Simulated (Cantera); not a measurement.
Input: 1 mol trisilylamine, 3.6 mol N2, 27 mol H2, held at 1798 K and 13.3 mbar.

Method: chemical equilibrium by Gibbs-energy minimisation in Cantera with the NASA 1993 tables (ideal gas, pure condensed phases). Candidate condensed phases: Si, Si3N4; 18 gas species. The feed counts by its element totals alone. Gases not in the tables: Si2H6 and higher silanes. Equilibrium is a limit: real reactors are often held back by kinetics, nucleation or transport.

Base state: H2 0.882, N2 0.115, H 0.00286, Si 0.000231, SiH 2.88e-5, SiH2 2.60e-5 (mole fractions); condensed: Si(l).

**Question.** What changes in the equilibrium state with this change: temperature from 1798 K to 798 K?

**Answer.** 
| species | before | after |
|---|---|---|
| H2 | 0.882 | 0.937 |
| N2 | 0.115 | 0.0625 |
| H | 0.00286 | <1e-9 |
| Si | 0.000231 | <1e-9 |
| SiH | 2.88e-5 | <1e-9 |
| SiH2 | 2.60e-5 | <1e-9 |
| Si(l), mol | 2.99 | 0 |
| Si3N4(s), mol | 0 | 1.00 |

**Question.** What changes in the equilibrium state with this change: trisilylamine replaced by SiCl4?

**Answer.** 
```csv
species,before,after
H2,0.882,0.787
N2,0.115,0.110
HCl,0,0.0761
SiCl2,0,0.0228
SiCl,0,0.000201
Cl,0,0.000200
SiCl3,0,0.000115
SiH2,2.60e-5,2.32e-5
SiH,2.88e-5,2.72e-5
"Si(l), mol",2.99,0.235
```
The tables' values for SiCl, SiCl3 are old estimates; treat these amounts as uncertain. Further candidate phases: NH4Cl.
